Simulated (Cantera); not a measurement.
A closed system holds: 1 mol SiHCl₃, 1700 mol H₂, 0.013 mol CH₄, equilibrated at 952 °C and 7.28 Torr.

Cantera equilibrium calculation (NASA polynomials, part measured and part estimated; ideal gas, pure solids and liquids). Mutual solubility and eutectic melting of coexisting phases are not modelled. The numbers say what is thermodynamically allowed, not how fast it happens.

```json
[
 {"species": "H₂", "before": "0.998", "after": "0.810"},
 {"species": "HCl", "before": "0.00175", "after": "0.113"},
 {"species": "SiCl₂", "before": "7.46e-6", "after": "0.0385"},
 {"species": "SiCl₄", "before": "<1e-9", "after": "0.0229"},
 {"species": "SiCl₃", "before": "2.85e-8", "after": "0.0106"},
 {"species": "SiHCl₃", "before": "1.53e-8", "after": "0.00511"},
 {"species": "SiH₂Cl₂", "before": "3.64e-8", "after": "0.000153"},
 {"species": "Si(s), mol", "before": "0.974", "after": "0.283"},
 {"species": "SiC(s), mol", "before": "0.0126", "after": "0.0130"}
]
```
Gas species are given as mole fractions.

Q: What was changed between the two runs?
A) H₂ from 1700 to 7.4 mol
B) temperature from 952 °C to 1950 °C
C) H₂ from 1700 to 59 mol
D) temperature from 952 °C to 1450 °C

A: A, H₂ from 1700 to 7.4 mol. The tables' values for SiCl₃ are old estimates; treat these amounts as uncertain
